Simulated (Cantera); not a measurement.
Feed: 1 mol Fe₃O₄, 5.4 mol CH₄, 13 mol H₂, at 2350 °C and 750 Torr.

These are equilibrium values from Cantera (NASA tables, ideal gas, pure condensed phases), not measurements of a reactor. Candidate condensed phases: C, C₆H₆, C₇H₈, C₈H₁₈, Fe, Fe(CO)₅, FeO, Fe(OH)₂, Fe(OH)₃, Fe₂O₃, Fe₃O₄, H₂O; 114 gas species. Iron dissolves carbon and melts from about 1420 K in contact with it, which pure phases cannot show. Condensed phases not in the tables: cementite and carbon dissolved in iron. Rates play no part.

Base state: H₂ 0.749, CO 0.131, Fe 0.0691, H 0.0365, C₂H₂ (acetylene) 0.0133, C₄H₂ 9.77e-5, CH₄ 6.98e-5, C₂H 5.95e-5 (mole fractions); condensed: C(graphite) + Fe(l).

Question: What changes in the equilibrium state with this change: temperature from 2350 °C to 1052 °C?

Answer: 
```json
[
 {"species": "H₂", "before": "0.749", "after": "0.850"},
 {"species": "CO", "before": "0.131", "after": "0.144"},
 {"species": "CH₄", "before": "6.98e-5", "after": "0.00486"},
 {"species": "Fe", "before": "0.0691", "after": "2.20e-9"},
 {"species": "H", "before": "0.0365", "after": "1.51e-6"},
 {"species": "C₂H₂ (acetylene)", "before": "0.0133", "after": "7.24e-7"},
 {"species": "C₄H₂", "before": "9.77e-5", "after": "<1e-9"},
 {"species": "C₂H", "before": "5.95e-5", "after": "<1e-9"},
 {"species": "C₂H₂ (vinylidene)", "before": "1.54e-5", "after": "<1e-9"},
 {"species": "CO₂", "before": "4.80e-8", "after": "7.97e-5"},
 {"species": "C(graphite), mol", "before": "0.569", "after": "1.29"},
 {"species": "Fe(l), mol", "before": "0.896", "after": "0"},
 {"species": "Fe(γ), mol", "before": "0", "after": "3.00"}
]
```

Question: What changes in the equilibrium state with this change: CH₄ from 5.4 to 0.5 mol?

Answer: 
```
species            before     after
----------------  -------  --------
H₂                  0.749     0.648
H₂O               1.79e-6     0.213
Fe                 0.0691    0.0691
CO                  0.131    0.0299
C₂H₂ (acetylene)   0.0133     <1e-9
H                  0.0365    0.0339
Fe(OH)₂             <1e-9  0.000447
FeO               1.02e-8   0.00140
C(graphite), mol    0.569         0
Fe(l), mol          0.896      1.87
```
